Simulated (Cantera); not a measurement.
An isothermal plug-flow reactor at 800 K and 1.00 atm (inlet), inlet velocity 0.53 m/s, active area per volume 410 1/m; feed CO : O2 : N2 : H2O = 0.029 : 0.073 : 0.79 : 0.046 (molar parts).

Computed with Cantera and Deutschmann's 1995 Pt surface mechanism with GRI-Mech 3.0 gas chemistry. Catalytic surfaces can have several steady states; this one follows from the mechanism file's or the stated starting coverage. Mass transfer to the wall is taken as infinitely fast.

One state of this run: x CO = 1.70e-5; x O2 = 0.0634; x H2O = 0.0498; x CO2 = 0.0314; θ free Pt = 0.0432; θ O* = 0.952; θ OH* = 0.00486; θ CO* = 4.29e-6. x: gas mole fraction; θ: surface coverage.

### Question
Which value of z (m) does it belong to?
A) 0.0035
B) 0.011
C) 0.0063
D) 0.035

### Answer
B, 0.011
